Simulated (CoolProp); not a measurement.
Fluoroethane (R161) along the isobar 50 bar: Z from the reference equation and from simpler models built on Tc = 375.2 K, pc = 50.10 bar, ω = 0.216; each cubic takes its own stable root.

Values from CoolProp's reference Helmholtz-energy equation of state, Wu 2012.

| T (K) | phase | reference |
|---|---|---|
| 271.1 | liquid | 0.1382 |
| 283.1 | liquid | 0.1359 |
| 295 | liquid | 0.1343 |
| 306.9 | liquid | 0.1334 |
| 318.8 | liquid | 0.1333 |
| 330.8 | liquid | 0.1344 |
| 342.7 | liquid | 0.1370 |
| 354.6 | liquid | 0.1421 |
| 366.5 | liquid | 0.1537 |
| 378.5 | gas | 0.4567 |
| 390.4 | gas | 0.5869 |
| 402.3 | gas | 0.6555 |
| 414.2 | gas | 0.7036 |
| 426.2 | gas | 0.7408 |
| 438.1 | gas | 0.7705 |
| 450 | gas | 0.7951 |

Q: How far does each simpler model (Redlich-Kwong, Peng-Robinson) lie from the reference over these 16 states: mean and median of the absolute difference, and the worst?

A: 
- Redlich-Kwong: mean 15.8 %, median 21.5 %, worst +37.7 % at 366.5 K and 50 bar
- Peng-Robinson: mean 5.7 %, median 4.2 %, worst +20.2 % at 366.5 K and 50 bar
